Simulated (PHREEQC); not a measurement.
A solution holds 83 mmol/kgw ZnSO4, 86 mmol/kgw KCl and 77 mmol/kgw HCl, at 30 °C. Closed to the air; pH follows from the charge balance.

All values are PHREEQC results (ion-association model, phreeqc.dat), not measurements.

No solid was allowed to form.

Problem. Predict the pH, ionic strength, activity of water.

Solution. pH 1.45; ionic strength 0.326 mol/kgw; activity of water 0.993.

Problem. In which forms is K present?

Solution. K+ 96 %, KSO4- 4.0 % of the K.

Complexes and solids missing from the database can't appear.
